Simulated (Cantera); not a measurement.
## Formation from one mole of O₂

Source: NASA polynomial tables (part measured, part estimated), evaluated in Cantera. Values are per mole of reaction as written; species without (g) are pure solids or liquids, kept so even where they would boil at 1 bar.

1.333 B + O₂(g) = 0.6667 B₂O₃(g)

```tsv
T (K)	ΔH° (kJ)	ΔS° (J/K)	ΔG° (kJ)	log10 K
1648	-562.7	-29.3	-514.4	16.31
1748	-563.3	-29.7	-511.5	15.28
1848	-564.0	-30.0	-508.5	14.37
1948	-564.7	-30.4	-505.5	13.55
2048	-565.5	-30.8	-502.4	12.81
2148	-566.3	-31.2	-499.3	12.14
2248	-567.1	-31.5	-496.2	11.53
2348	-568.0	-31.9	-493.0	10.97
```

1.143 Ti + O₂(g) = 0.2857 Ti₄O₇

```
T (K)  ΔH° (kJ)  ΔS° (J/K)  ΔG° (kJ)  log10 K  condensed phases
-----  --------  ---------  --------  -------  ----------------
1648     -960.6     -168.2    -683.4    21.66   Ti(β), Ti₄O₇(s)
1748     -959.5     -167.5    -666.7    19.92   Ti(β), Ti₄O₇(s)
1848     -958.6     -167.0    -649.9    18.37   Ti(β), Ti₄O₇(s)
1948     -974.5     -175.2    -633.2    16.98   Ti(l), Ti₄O₇(s)
2048     -908.6     -141.4    -619.0    15.79   Ti(l), Ti₄O₇(l)
2148     -907.3     -140.8    -604.9    14.71   Ti(l), Ti₄O₇(l)
2248     -905.9     -140.2    -590.8    13.73   Ti(l), Ti₄O₇(l)
2348     -904.6     -139.6    -576.8    12.83   Ti(l), Ti₄O₇(l)
```

0.8 Ta + O₂(g) = 0.4 Ta₂O₅

```
T (K)  ΔH° (kJ)  ΔS° (J/K)  ΔG° (kJ)  log10 K  condensed phases
-----  --------  ---------  --------  -------  ----------------
1648     -799.2     -159.5    -536.3    17.00   Ta(s), Ta₂O₅(s)
1748     -797.5     -158.5    -520.4    15.55   Ta(s), Ta₂O₅(s)
1848     -795.8     -157.6    -504.6    14.26   Ta(s), Ta₂O₅(s)
1948     -794.1     -156.7    -488.8    13.11   Ta(s), Ta₂O₅(s)
2048     -792.5     -155.9    -473.2    12.07   Ta(s), Ta₂O₅(s)
2148     -741.3     -131.0    -459.8    11.18   Ta(s), Ta₂O₅(l)
2248     -737.9     -129.5    -446.8    10.38   Ta(s), Ta₂O₅(l)
2348     -734.7     -128.1    -433.9     9.65   Ta(s), Ta₂O₅(l)
```

4 Al + O₂(g) = 2 Al₂O(g)

```csv
T (K),ΔH° (kJ),ΔS° (J/K),ΔG° (kJ),log10 K
1648,-381.6,84.8,-521.4,16.53
1748,-385.7,82.4,-529.8,15.83
1848,-389.7,80.2,-537.9,15.20
1948,-393.8,78.0,-545.8,14.64
2048,-397.9,76.0,-553.5,14.12
2148,-402.0,74.0,-561.0,13.64
2248,-406.1,72.2,-568.3,13.21
2348,-410.3,70.3,-575.5,12.80
```
